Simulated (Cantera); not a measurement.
Feed: 1 mol SiHCl3, 0.43 mol N2, held at 1823.15 K and 14.0 Pa.

These are equilibrium values from Cantera (NASA tables, ideal gas, pure condensed phases), not measurements of a reactor. Candidate condensed phases: NH4Cl, Si, Si3N4; 28 gas species. The tables' values for SiCl3, SiCl are old estimates; treat these amounts as uncertain. Rates play no part.

Task: What is the equilibrium state?

Result: 
```json
{
 "x(SiCl2)": "0.391",
 "x(HCl)": "0.339",
 "x(N2)": "0.171",
 "x(Cl)": "0.0582",
 "x(H2)": "0.0266",
 "x(H)": "0.00598",
 "x(SiCl3)": "0.00440",
 "x(SiCl)": "0.00178",
 "x(Si)": "0.000953",
 "gas_amount": "2.509 mol",
 "log10 activity of Si(l) (absent)": "-1.52"
}
```
